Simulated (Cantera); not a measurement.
## Calcination and drying: KOH + H₂

Input: 1 mol KOH, 0.16 mol H₂, held at 360 Torr.

Equilibrium computed with Cantera from the NASA thermochemical tables; the gas is ideal and each condensed phase is pure. Candidate condensed phases: H₂O, K, KOH, KO₂, K₂O, K₂O₂; 15 gas species. Kinetics and transport are ignored.

| T (K) | log p H₂ | log p KOH | log p H₂O | log p K | log p K₂(OH)₂ | n KOH(l) |
|---|---|---|---|---|---|---|
| 948 | -0.32 | -3.41 | -2.87 | -2.87 | -4.20 | 0.999 |
| 998 | -0.33 | -2.97 | -2.54 | -2.55 | -3.85 | 0.999 |
| 1048 | -0.33 | -2.57 | -2.26 | -2.26 | -3.55 | 0.997 |
| 1098 | -0.34 | -2.22 | -2.00 | -2.00 | -3.28 | 0.994 |
| 1148 | -0.36 | -1.89 | -1.77 | -1.77 | -3.04 | 0.989 |
| 1198 | -0.40 | -1.60 | -1.56 | -1.57 | -2.82 | 0.979 |
| 1248 | -0.46 | -1.34 | -1.38 | -1.38 | -2.62 | 0.960 |
| 1298 | -0.56 | -1.09 | -1.23 | -1.23 | -2.45 | 0.923 |
| 1348 | -0.74 | -0.87 | -1.11 | -1.11 | -2.29 | 0.840 |
| 1398 | -1.11 | -0.66 | -1.05 | -1.05 | -2.15 | 0.580 |
| 1448 | -1.68 | -0.54 | -1.09 | -1.09 | -2.15 | 0 |
| 1498 | -1.75 | -0.54 | -1.06 | -1.07 | -2.39 | 0 |
| 1548 | -1.82 | -0.55 | -1.04 | -1.05 | -2.62 | 0 |
log p: log10 of the partial pressure in bar; n: condensed amount in mol.

From 948 K to 1398 K the condensed part is KOH(l). From 1448 K to 1548 K nothing is condensed. The main K-bearing gas is K at 948 K and KOH at 1548 K.
